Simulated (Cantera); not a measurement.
Charge: 1 mol borazine, 0.1 mol NH₃, 8.7 mol O₂, held at 11.0 mbar.

Method: chemical equilibrium by Gibbs-energy minimisation in Cantera with the NASA 1993 tables (ideal gas, pure condensed phases). Candidate condensed phases: B, BN, B₂O₃, B₃O₃H₃, H₂O; 39 gas species. The feed counts by its element totals alone. Gases not in the tables: H₃BO₃. Kinetics and transport are ignored.

Task: Which condensed phases are stable at each of these points (T (K)): 1048, 1123, 1198, 1273, 1348, 1423, 1498, 1573, 1648, 1723, 1798, 1873?

Result: 
```csv
T (K),condensed phases,B condensed (%)
1048,B₂O₃(l),99.5
1123,B₂O₃(l),99.3
1198,B₂O₃(l),98.4
1273,B₂O₃(l),96.0
1348,B₂O₃(l),90.6
1423,B₂O₃(l),79.8
1498,B₂O₃(l),59.9
1573,B₂O₃(l),25.9
1648,gas only,0.0
1723,gas only,0.0
1798,gas only,0.0
1873,gas only,0.0
```

From 1048 K to 1573 K the condensed part is B₂O₃(l). From 1648 K to 1873 K nothing is condensed.
